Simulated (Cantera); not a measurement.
An adiabatic, constant-pressure homogeneous reactor starts with H2 : O2 : N2 = 1 : 0.312 : 1.44 (molar parts), equivalence ratio 1.6, at 950 K and 61000 Pa. Integrator tolerance rtol = 1e-08.

Detailed kinetics in Cantera: GRI-Mech 3.0 (53 species, 325 reactions).

What does this change do: initial temperature 950 to 1375 K?


```
quantity                                                              before                                      after
---------------------------------  -----------------------------------------  -----------------------------------------
time of steepest temperature rise                                   0.995 ms                                    38.8 µs
temperature at 1.00 s                                                 2490 K                                     2695 K
equilibrium temperature                                               2490 K                                     2695 K
x(H2) at 1.00 s                          0.150 (gas-phase equilibrium 0.150)        0.147 (gas-phase equilibrium 0.147)
x(O2) at 1.00 s                    0.000146 (gas-phase equilibrium 0.000146)  0.000858 (gas-phase equilibrium 0.000858)
x(NO2) at 1.00 s                     9.50e-9 (gas-phase equilibrium 9.50e-9)    6.36e-8 (gas-phase equilibrium 6.36e-8)
x(H) at 1.00 s                         0.0120 (gas-phase equilibrium 0.0120)      0.0276 (gas-phase equilibrium 0.0276)
x(HO2) at 1.00 s                     8.29e-8 (gas-phase equilibrium 8.29e-8)    5.00e-7 (gas-phase equilibrium 5.00e-7)
```

What does this change do: constant volume in place of constant pressure?


```json
[
 {"quantity": "time of steepest temperature rise", "before": "0.995 ms", "after": "0.977 ms"},
 {"quantity": "temperature at 1.00 s", "before": "2490 K", "after": "2736 K"},
 {"quantity": "equilibrium temperature", "before": "2490 K", "after": "2736 K"},
 {"quantity": "x(H2) at 1.00 s", "before": "0.150 (gas-phase equilibrium 0.150)", "after": "0.149 (gas-phase equilibrium 0.149)"},
 {"quantity": "x(O2) at 1.00 s", "before": "0.000146 (gas-phase equilibrium 0.000146)", "after": "0.000477 (gas-phase equilibrium 0.000477)"},
 {"quantity": "x(NO2) at 1.00 s", "before": "9.50e-9 (gas-phase equilibrium 9.50e-9)", "after": "5.86e-8 (gas-phase equilibrium 5.86e-8)"},
 {"quantity": "x(H) at 1.00 s", "before": "0.0120 (gas-phase equilibrium 0.0120)", "after": "0.0201 (gas-phase equilibrium 0.0201)"},
 {"quantity": "x(HO2) at 1.00 s", "before": "8.29e-8 (gas-phase equilibrium 8.29e-8)", "after": "4.53e-7 (gas-phase equilibrium 4.53e-7)"}
]
```

What does this change do: initial temperature 950 to 1025 K?


```
quantity                                                              before                                      after
---------------------------------  -----------------------------------------  -----------------------------------------
time of steepest temperature rise                                   0.995 ms                                   0.305 ms
temperature at 1.00 s                                                 2490 K                                     2531 K
equilibrium temperature                                               2490 K                                     2531 K
x(H2) at 1.00 s                          0.150 (gas-phase equilibrium 0.150)        0.149 (gas-phase equilibrium 0.149)
x(O2) at 1.00 s                    0.000146 (gas-phase equilibrium 0.000146)  0.000216 (gas-phase equilibrium 0.000216)
x(NO2) at 1.00 s                     9.50e-9 (gas-phase equilibrium 9.50e-9)    1.45e-8 (gas-phase equilibrium 1.45e-8)
x(H) at 1.00 s                         0.0120 (gas-phase equilibrium 0.0120)      0.0143 (gas-phase equilibrium 0.0143)
x(HO2) at 1.00 s                     8.29e-8 (gas-phase equilibrium 8.29e-8)    1.23e-7 (gas-phase equilibrium 1.23e-7)
```
